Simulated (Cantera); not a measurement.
A perfectly stirred reactor is fed with CH4 : O2 : N2 = 0.62 : 1.54 : 5.78 (molar parts), at 0.918 atm; it is adiabatic with a 525 K inlet, and is followed from long to short residence time, starting on the burning branch (τ in s: 0.073, 0.032, 0.014, 0.0062, 0.0027, 0.0012, 0.00052, 0.00023, 9.9e-05, 4.3e-05).

Model: GRI-Mech 3.0 (53 species, 325 reactions), integrated in Cantera.

Problem. Predict: blow-out, bracketed by the residence times tried; x(CH4) at τ = 73.0 ms; x(O2) at τ = 73.0 ms; x(OH) at τ = 73.0 ms; x(N2O) at τ = 73.0 ms; x(HCN) at τ = 73.0 ms; x(CH4) at τ = 1.20 ms; x(O2) at τ = 1.20 ms; x(OH) at τ = 1.20 ms; x(N2O) at τ = 1.20 ms; x(HCN) at τ = 1.20 ms.

Solution. 
| Property | Result |
|---|---|
| blow-out, bracketed by the residence times tried | burning at 99.0 µs, out at 43.0 µs |
| x(CH4) at τ = 73.0 ms | 4.48e-6 |
| x(O2) at τ = 73.0 ms | 0.0378 |
| x(OH) at τ = 73.0 ms | 0.00393 |
| x(N2O) at τ = 73.0 ms | 2.62e-7 |
| x(HCN) at τ = 73.0 ms | 9.60e-8 |
| x(CH4) at τ = 1.20 ms | 9.29e-5 |
| x(O2) at τ = 1.20 ms | 0.0433 |
| x(OH) at τ = 1.20 ms | 0.00786 |
| x(N2O) at τ = 1.20 ms | 2.22e-7 |
| x(HCN) at τ = 1.20 ms | 2.24e-7 |
